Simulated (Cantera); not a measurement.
Input: 1 mol Si3N4, 3.3 mol N2O, 30 mol N2, held at 1448 K.

Cantera equilibrium calculation (NASA polynomials, part measured and part estimated; ideal gas, pure solids and liquids). Candidate condensed phases: Si, SiO2, Si2N2O, Si3N4; 16 gas species. Mutual solubility and eutectic melting of coexisting phases are not modelled. The tables hold silica as quartz up to 1696 K and as liquid above; real silica turns to tridymite and cristobalite and melts near 1996 K. Equilibrium is a limit: real reactors are often held back by kinetics, nucleation or transport.

log p: log10 of the partial pressure in bar; n: condensed amount in mol.

```tsv
P (Pa)	log p N2	log p SiO	log p SiO2	log p Si	log p NO	log p O	n SiO2(β-quartz)	n Si2N2O(s)
0.100	-6.03	-7.15	-12.41	(withheld)	-13.98	-14.04	0.300	0
0.600	-5.25	-6.37	-12.41	(withheld)	-14.37	-14.82	0.300	0
3.60	-4.48	-5.59	-12.41	(withheld)	-14.76	-15.60	0.300	0
22	-3.68	-5.06	-12.41	(withheld)	-14.90	<-15	0.715	0.415
130	-2.89	-5.32	-12.41	(withheld)	-14.24	<-14	1.16	0.857
770	-2.11	-5.58	-12.41	(withheld)	-13.60	<-14	1.20	0.896
4600	-1.34	-5.83	-12.41	(withheld)	-12.95	<-13	1.20	0.900
28000	-0.55	-6.10	-12.41	<-12	-12.30	<-12	1.20	0.900
170000	0.23	-6.36	<-11	<-11	-11.64	<-11	1.20	0.900
1000000	1.00	-6.61	<-11	<-11	<-11	<-11	1.20	0.900
```

What belongs in the gaps?


- 0.100, log p Si: -15.41
- 0.600, log p Si: -13.85
- 3.60, log p Si: -12.29
- 22, log p Si: -11.22
- 130, log p Si: -11.75
- 770, log p Si: -12.26
- 4600, log p Si: -12.78
